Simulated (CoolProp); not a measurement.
The fluoroketone C6F12O (FK-5-1-12) at 298.15 K and 0.00755 MPa is throttled through a valve to 0.000373 MPa with no heat exchange. Each further row changes one setting.

Values from CoolProp's reference Helmholtz-energy equation of state, McLinden 2015.

| case | final density (kg/m³) |
|---|---|
| as stated | 0.0476 |
| outlet pressure 0.000112 MPa | 0.0143 |
| outlet pressure 0.000485 MPa | 0.0619 |
